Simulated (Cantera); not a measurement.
A perfectly stirred reactor is fed with CH4 : H2O : H2 = 1 : 1.8 : 0.12 (molar parts), at 2.00 bar; it is held at 1650 K, and followed from long to short residence time.

Cantera simulation using GRI-Mech 3.0 (53 species, 325 reactions); the numbers are that mechanism's predictions, not measurements.

| quantity | before | after |
|---|---|---|
| x(CH4) at τ = 1.20 s | 0.0466 | 0.0536 |
| x(H2O) at τ = 1.20 s | 0.297 | 0.374 |
| x(H2) at τ = 1.20 s | 0.503 | 0.440 |
| x(C2H4) at τ = 1.20 s | 0.00268 | 0.000491 |
| x(C2H6) at τ = 1.20 s | 1.76e-5 | 1.88e-5 |
| x(CH4) at τ = 53.0 ms | 0.130 | 0.190 |
| x(H2O) at τ = 53.0 ms | 0.490 | 0.541 |
| x(H2) at τ = 53.0 ms | 0.294 | 0.209 |
| x(C2H4) at τ = 53.0 ms | 0.00379 | 0.00302 |
| x(C2H6) at τ = 53.0 ms | 0.000158 | 0.000251 |

**Question.** Name the change that produced these shifts.
A) temperature 1650 to 1400 K
B) pressure from 2.00 bar to 97.5 Torr
C) pressure from 2.00 bar to 21.0 bar
D) CH4 1 to 0.6 parts

**Answer.** B, pressure from 2.00 bar to 97.5 Torr
